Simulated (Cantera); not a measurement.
# Reactions in the system C-Cl-H-Ti

Cantera with NASA thermochemical tables; ideal gases at 1 bar, condensed phases pure. Values are per mole of reaction as written; species without (g) are pure solids or liquids, kept so even where they would boil at 1 bar.

2 CH4(g) + 2 TiCl4 → C2H6(g) + 2 HCl(g) + 2 TiCl3

| T (K) | ΔH° (kJ) | ΔS° (J/K) | ΔG° (kJ) | log10 K |
|---|---|---|---|---|
| 425 | 38.8 | -14.1 | 44.8 | -5.50 |
| 450 | 37.5 | -17.0 | 45.2 | -5.24 |
| 475 | 36.3 | -19.7 | 45.6 | -5.02 |
| 500 | 35.0 | -22.3 | 46.1 | -4.82 |
| 525 | 33.8 | -24.7 | 46.7 | -4.65 |
| 550 | 32.5 | -27.0 | 47.4 | -4.50 |
